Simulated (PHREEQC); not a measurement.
Dissolve 0.09 mol NaOH per kg of water at 25 °C. Closed to the air; pH follows from the charge balance.

All values are PHREEQC results (ion-association model, phreeqc.dat), not measurements.

```json
{
  "pH": "12.84",
  "ionic_strength": "0.0900 mol/kgw",
  "specific_conductance": "18700 µS/cm",
  "density": "1.001 g/cm³",
  "total_alkalinity": "90.0 meq/kg"
}
```

| species | molality | activity | log γ |
|---|---|---|---|
| OH- | 0.0900 | 0.0693 | -0.114 |
| Na+ | 0.0900 | 0.0712 | -0.102 |

No solid was allowed to form. Complexes and solids missing from the database can't appear.
